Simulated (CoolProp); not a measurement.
Hydrogen chloride along the isotherm 363.8 K: Z from the reference equation and from simpler models built on Tc = 324.7 K, pc = 8.314 MPa, ω = 0.130; each cubic takes its own stable root.

Computed with CoolProp (reference Helmholtz-energy equation of state, Thol 2018).

```json
[
 {"p (MPa)": "5.94", "phase": "gas", "reference": "0.7982", "van der Waals": "0.8135", "Peng-Robinson": "0.7934"},
 {"p (MPa)": "11.9", "phase": "supercritical", "reference": "0.5540", "van der Waals": "0.5160", "Peng-Robinson": "0.5574"},
 {"p (MPa)": "17.8", "phase": "supercritical", "reference": "0.3939", "van der Waals": "0.4861", "Peng-Robinson": "0.4498"},
 {"p (MPa)": "23.8", "phase": "supercritical", "reference": "0.4300", "van der Waals": "0.5755", "Peng-Robinson": "0.4810"},
 {"p (MPa)": "29.7", "phase": "supercritical", "reference": "0.4900", "van der Waals": "0.6717", "Peng-Robinson": "0.5361"},
 {"p (MPa)": "35.6", "phase": "supercritical", "reference": "0.5543", "van der Waals": "0.7690", "Peng-Robinson": "0.5966"},
 {"p (MPa)": "41.6", "phase": "supercritical", "reference": "0.6204", "van der Waals": "0.8673", "Peng-Robinson": "0.6596"},
 {"p (MPa)": "47.5", "phase": "supercritical", "reference": "0.6851", "van der Waals": "0.9632", "Peng-Robinson": "0.7217"},
 {"p (MPa)": "53.4", "phase": "supercritical", "reference": "0.7493", "van der Waals": "1.058", "Peng-Robinson": "0.7836"},
 {"p (MPa)": "59.4", "phase": "supercritical", "reference": "0.8139", "van der Waals": "1.154", "Peng-Robinson": "0.8461"},
 {"p (MPa)": "65.3", "phase": "supercritical", "reference": "0.8767", "van der Waals": "1.247", "Peng-Robinson": "0.9071"},
 {"p (MPa)": "71.3", "phase": "supercritical", "reference": "0.9398", "van der Waals": "1.341", "Peng-Robinson": "0.9686"},
 {"p (MPa)": "77.2", "phase": "supercritical", "reference": "1.001", "van der Waals": "1.433", "Peng-Robinson": "1.029"},
 {"p (MPa)": "83.1", "phase": "supercritical", "reference": "1.062", "van der Waals": "1.524", "Peng-Robinson": "1.088"}
]
```
